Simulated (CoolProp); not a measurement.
A single-stage vapour-compression cycle with CH2F2 (R32): evaporating at 218.15 K (dew point), condensing at 241.15 K (bubble point), superheat 2 K, subcooling 0 K, compressor efficiency 0.8, no pressure losses. Each further row changes one setting.

Values from CoolProp's reference Helmholtz-energy equation of state, Tillner-Roth 1997.

```tsv
case	cooling COP	pressure ratio	discharge temperature (K)	refrigerating effect (kJ/kg)	volumetric capacity (kJ/m³)
as stated	6.80	2.95	288.0	350	880
evaporating temperature 223.15 K	[?]	2.28	[?]	353	1130
condensing temperature 236.15 K	[?]	2.38	273.7	358	900
subcooling 5 K	[?]	2.95	288.0	358	900
superheat 12 K	6.62	2.95	300.5	359	[?]
compressor efficiency 0.7	5.95	2.95	296.4	350	880
```

Q: Complete the blanks.

A: 
- evaporating temperature 223.15 K, cooling COP: 9.10
- evaporating temperature 223.15 K, discharge temperature (K): 276.5
- condensing temperature 236.15 K, cooling COP: 8.88
- subcooling 5 K, cooling COP: 6.96
- superheat 12 K, volumetric capacity (kJ/m³): 855
